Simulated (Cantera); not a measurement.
An isothermal, constant-pressure homogeneous reactor starts with CH₄ : N₂ = 1 : 13 (molar parts), at 1750 K and 5000 Pa. Integrator tolerance rtol = 1e-08.

Detailed kinetics in Cantera: GRI-Mech 3.0 (53 species, 325 reactions). GRI-Mech 3.0 stops at C3 and has no aromatics, soot or wall deposition, so with more carbon than oxygen in the feed, carbon stays in small species such as C2H2 where larger ones or solid carbon would form.

Problem. What does this change do: 0.41 parts H2O added?

Solution. 
```
quantity                                              before                                      after
-----------------  -----------------------------------------  -----------------------------------------
x(CH₄) at 2.00 s    0.000275 (gas-phase equilibrium 1.22e-5)    0.00136 (gas-phase equilibrium 1.18e-5)
x(C₂H₂) at 2.00 s     0.0332 (gas-phase equilibrium 0.00833)     0.0248 (gas-phase equilibrium 0.00328)
x(H₂) at 2.00 s        0.0994 (gas-phase equilibrium 0.0998)        0.114 (gas-phase equilibrium 0.133)
x(C₂H) at 2.00 s     7.60e-7 (gas-phase equilibrium 1.94e-7)    5.28e-7 (gas-phase equilibrium 6.62e-8)
x(C₂H₄) at 2.00 s    5.62e-6 (gas-phase equilibrium 1.38e-6)    7.60e-6 (gas-phase equilibrium 7.27e-7)
x(H) at 2.00 s     0.000324 (gas-phase equilibrium 0.000331)  0.000345 (gas-phase equilibrium 0.000383)
```

Problem. What does this change do: temperature 1750 to 1075 K?

Solution. 
```csv
quantity,before,after
x(CH₄) at 2.00 s,0.000275 (gas-phase equilibrium 1.22e-5),0.0714 (gas-phase equilibrium 0.0289)
x(C₂H₂) at 2.00 s,0.0332 (gas-phase equilibrium 0.00833),<1e-12 (gas-phase equilibrium 0.00663)
x(H₂) at 2.00 s,0.0994 (gas-phase equilibrium 0.0998),1.06e-8 (gas-phase equilibrium 0.0577)
x(C₂H) at 2.00 s,7.60e-7 (gas-phase equilibrium 1.94e-7),<1e-12 (gas-phase equilibrium <1e-12)
x(C₂H₄) at 2.00 s,5.62e-6 (gas-phase equilibrium 1.38e-6),1.53e-11 (gas-phase equilibrium 0.00204)
x(H) at 2.00 s,0.000324 (gas-phase equilibrium 0.000331),<1e-12 (gas-phase equilibrium 1.59e-8)
```
